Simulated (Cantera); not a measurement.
A closed system holds: 1 mol TiO2, 2.7 mol C, 0.89 mol H2, at 2475 K and 1.00 bar.

These are equilibrium values from Cantera (NASA tables, ideal gas, pure condensed phases), not measurements of a reactor. Candidate condensed phases: C, C6H6, C7H8, C8H18, H2O, Ti, TiC, TiO, TiO2, Ti2O3, Ti3O5, Ti4O7; 113 gas species. Mutual solubility and eutectic melting of coexisting phases are not modelled. TiC, TiO: taken at fixed stoichiometry. Condensed phases not in the tables: solid solutions among these carbides, nitrides and lower oxides. Equilibrium is a limit: real reactors are often held back by kinetics, nucleation or transport.

Base state: CO 0.671, H2 0.316, H 0.0127, TiO 0.000244, H2O 0.000229, CO2 7.91e-5, Ti 5.22e-5 (mole fractions); condensed: TiC(s) + TiO(l).

Problem. What changes in the equilibrium state with this change: temperature from 2475 K to 1425 K?

Solution. 
```tsv
species	before	after
H2	0.316	0.725
CO	0.671	0.272
CH4	3.75e-7	0.00198
H	0.0127	5.81e-6
TiO	0.000244	<1e-9
Ti	5.22e-5	<1e-9
H2O	0.000229	0.000600
TiC(s), mol	0.850	0
TiO(l), mol	0.149	0
C(graphite), mol	0	2.37
Ti3O5(s), mol	0	0.333
```

Problem. What changes in the equilibrium state with this change: temperature from 2475 K to 2275 K?

Solution. 
```json
[
 {"species": "CO", "before": "0.671", "after": "0.673"},
 {"species": "H2", "before": "0.316", "after": "0.321"},
 {"species": "H", "before": "0.0127", "after": "0.00481"},
 {"species": "TiO", "before": "0.000244", "after": "2.89e-5"},
 {"species": "Ti", "before": "5.22e-5", "after": "2.39e-6"},
 {"species": "CO2", "before": "7.91e-5", "after": "0.000108"},
 {"species": "H2O", "before": "0.000229", "after": "0.000286"},
 {"species": "TiC(s), mol", "before": "0.850", "after": "0.851"},
 {"species": "TiO(l), mol", "before": "0.149", "after": "0.149"}
]
```

Problem. What changes in the equilibrium state with this change: pressure from 1.00 bar to 0.0130 bar?

Solution. 
```json
[
 {"species": "CO", "before": "0.671", "after": "0.611"},
 {"species": "H2", "before": "0.316", "after": "0.237"},
 {"species": "H", "before": "0.0127", "after": "0.0961"},
 {"species": "Ti", "before": "5.22e-5", "after": "0.0369"},
 {"species": "TiO", "before": "0.000244", "after": "0.0188"},
 {"species": "H2O", "before": "0.000229", "after": "1.87e-5"},
 {"species": "CO2", "before": "7.91e-5", "after": "7.85e-6"},
 {"species": "TiC(s), mol", "before": "0.850", "after": "0.793"},
 {"species": "TiO(l), mol", "before": "0.149", "after": "0.0336"}
]
```
